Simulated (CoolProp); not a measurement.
Vapour-liquid equilibrium of ethylene (1) + isobutane (2) at -24.65 °C; x and y are mole fractions of (1).

Values from CoolProp's multi-fluid Helmholtz-energy mixture model, Smukala 2000 and Bücker 2006; pair parameters Bell 2016.

```csv
x,"bubble pressure, mixture model (bar)","bubble pressure, Raoult's law (bar)","y, mixture model","y, Raoult's law"
0.05,1.374,1.683,0.577,0.665
0.2,3.905,4.953,0.863,0.904
0.35,6.728,8.222,0.929,0.953
0.5,9.835,11.49,0.958,0.974
0.65,13.20,14.76,0.975,0.986
0.8,16.83,18.03,0.987,0.993
0.95,20.85,21.30,0.996,0.999
```

The largest gap from Raoult's law is -21.2 % in bubble pressure, at x = 0.2. No azeotrope shows between x = 0.05 and 0.95.

The pair parameters rest on a limited set of measurements; away from them the model extrapolates.
